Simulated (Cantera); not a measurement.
An isothermal, constant-pressure homogeneous reactor starts with 74.1 % NH3, 25.9 % H2, at 1875 K and 0.420 bar.

Detailed kinetics in Cantera: the gas-phase N/H chemistry of the illustrative SiF4/NH3 mechanism in the Surface Chemkin manual (1991). Walls and surfaces, which speed up NH3 decomposition in real reactors, are not modelled.

One state of this run: x NH3 = 0.712; x H2 = 0.279; x NH = 5.09e-6; x N2H4 = 1.59e-7; x N = 1.78e-7. x: mole fraction; the columns are a selection and need not sum to one.

**Question.** Which value of t (s) does it belong to?
(A) 0.0106
(B) 3.89
(C) 2.87e-5
(D) 0.0757

**Answer.** A, 0.0106
